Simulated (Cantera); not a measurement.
Input: 1 mol PH₃, a varied amount of O₂, equilibrated at 1675 K and 1 atm.

Method: chemical equilibrium by Gibbs-energy minimisation in Cantera with the NASA 1993 tables (ideal gas, pure condensed phases). Candidate condensed phases: H₂O, P, P₄O₁₀; 17 gas species. Gases not in the tables: HPO₂, HPO₃ and P₄O₆. Rates play no part.

Question: At 1 mol O₂, list the 4 most abundant gas species with their mole fractions, and the condensed phases.

Answer: H₂O 0.429, H₂ 0.246, PO₂ 0.172, P₂ 0.0959. Condensed: gas only.
